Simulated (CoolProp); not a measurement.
Vapour-liquid equilibrium of R125 (1) + propane (2) at 310.9 K; x and y are mole fractions of (1).

Values from CoolProp's multi-fluid Helmholtz-energy mixture model, Lemmon 2005 and Lemmon 2009; pair parameters Bell 2016.

Q: Give the bubble pressure and the first vapour's composition at x = 0.25, 0.55, 0.85. Is there an azeotrope?

A: x = 0.25: 1.936 MPa, y = 0.394; x = 0.55: 2.187 MPa, y = 0.586; x = 0.85: 2.120 MPa, y = 0.811. y crosses x between x = 0.65 and 0.75: the model has an azeotrope there.

Pair parameters are fitted to limited data, so mixtures are less certain than the pure fluids.
